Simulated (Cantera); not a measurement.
A Cantera script and what it prints.

```python
import numpy as np
import cantera as ct

gas_names = """
    B BH BH2 BH3 BN BO BO2 B2 B2O B2O2 B2O3 B3O3H3 H HBO HBO2 HNO HNO2 HNO3 HO2 H2 H2O H2O2 H3B3O6 N NH
    NH2 NH3 NH2OH NO NO2 NO3 N2 N2H2 N2H4 N2O O OH O2 O3
""".split()
cond_names = """
    B(b) B(L) BN(s) B2O3(L) B3O3H3(cr) H2O(s) H2O(L)
""".split()


# ... load() reads the species with a 1 bar reference pressure and builds the phases ...
atoms = {
    'B2O3': {'B': 2, 'O': 3},
    'NH3': {'N': 1, 'H': 3},
    'N2': {'N': 2},
}
top_T = {'BN(s)': 3200}  # K; cautious upper limits of use, not melting points


# ... equilibrate(T, P, feed) seeds the gas with the atoms and calls Mixture.equilibrate('TP', solver="vcs", rtol=1e-11, max_steps=5000) ...
results = []
feed = {'B2O3': 1, 'NH3': 8.4, 'N2': 81}  # mol
P = 4300  # Pa
for T in [1825, 1875, 1925, 1975, 2025, 2075, 2125, 2175, 2225, 2275, 2325]:
    mix = equilibrate(T, P, feed)
    results.append((T, P, feed, dict(zip(mix.species_names, mix.species_moles))))

top = {s: max(r[3][s] / sum(r[3][g] for g in gas_names) for r in results) for s in gas_names}
cols = sorted((s for s in top if top[s] > 0.0001), key=lambda s: -top[s])[:6]
seen = [c for c in cond_names if any(r[3].get(c, 0) > 1e-12 for r in results)]
print("log10 of partial pressures in bar; condensed amounts in mol")
print(f"{'T/K':>10s}" + "".join(f"{s[:9]:>10s}" for s in cols + seen))
for T, P, feed, n in results:
    ng = sum(n[g] for g in gas_names)
    print(f"{T:10.4g}" + "".join(f"{np.log10(max(n[s] / ng * P / 1e5, 1e-99)):10.3f}" for s in cols)
          + "".join(f"{n.get(c, 0):10.4g}" for c in seen))
```

Result:

```
log10 of partial pressures in bar; condensed amounts in mol
       T/K        N2        H2         H        BO      HBO2      B2O3
      1825    -1.431    -2.280    -4.496    -4.713    -3.669    -3.693
      1875    -1.431    -2.282    -4.324    -4.550    -3.657    -3.714
      1925    -1.431    -2.283    -4.161    -4.398    -3.646    -3.738
      1975    -1.432    -2.286    -4.007    -4.257    -3.637    -3.764
      2025    -1.432    -2.288    -3.860    -4.127    -3.629    -3.793
      2075    -1.432    -2.292    -3.720    -4.008    -3.623    -3.826
      2125    -1.433    -2.296    -3.588    -3.899    -3.618    -3.864
      2175    -1.433    -2.301    -3.462    -3.800    -3.617    -3.906
      2225    -1.434    -2.307    -3.342    -3.711    -3.619    -3.954
      2275    -1.435    -2.315    -3.229    -3.631    -3.625    -4.009
      2325    -1.436    -2.324    -3.121    -3.560    -3.636    -4.070
```

Method: chemical equilibrium by Gibbs-energy minimisation in Cantera with the NASA 1993 tables (ideal gas, pure condensed phases).
